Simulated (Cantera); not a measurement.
A closed system holds: 1 mol Al, 0.65 mol HCl, 1.1 mol H₂, at 1000 Pa.

Method: chemical equilibrium by Gibbs-energy minimisation in Cantera with the NASA 1993 tables (ideal gas, pure condensed phases). Candidate condensed phases: Al, AlCl₃; 12 gas species. Kinetics and transport are ignored.

Over these rows the condensed part is Al(l). Partial pressures as log10 of bar:

| T (K) | 1000/T (1/K) | log p AlCl₃ | log p H₂ | log p AlCl |
|---|---|---|---|---|
| 1200 | 0.8333 | -4.20 | -2.15 | -2.54 |
| 1300 | 0.7692 | -5.38 | -2.16 | -2.51 |
| 1400 | 0.7143 | -6.45 | -2.16 | -2.51 |
| 1500 | 0.6667 | ? | -2.16 | -2.51 |
| 1600 | 0.6250 | -8.20 | -2.17 | -2.51 |
| 1700 | 0.5882 | -8.93 | -2.17 | -2.52 |

Q: Fit log p(AlCl₃) = a + b·(1000/T) to the five rows, give the apparent enthalpy, and predict the row at 1500 K.

A: Means: 1000/T = 0.7060, log p = -6.632. Sxy = 0.787943, Sxx = 0.0407063, so b = 19.36 and a = -6.632 − (19.36)×0.7060 = -20.30.
Apparent enthalpy: −19.145 × (19.36) = -371 kJ/mol. With the condensed phases at unit activity, 3 AlCl(g) = AlCl₃(g) + 2 Al(l) links this pressure to the main gases: over the six rows their terms move log p by +0.06 in all, so the slope is close to that reaction's ΔH°. The five rows lie within 0.03 of the line.
Prediction at 1500 K: -20.30 + (19.36)×0.6667 = -7.39. The computed value is -7.38, 0.01 from the line.
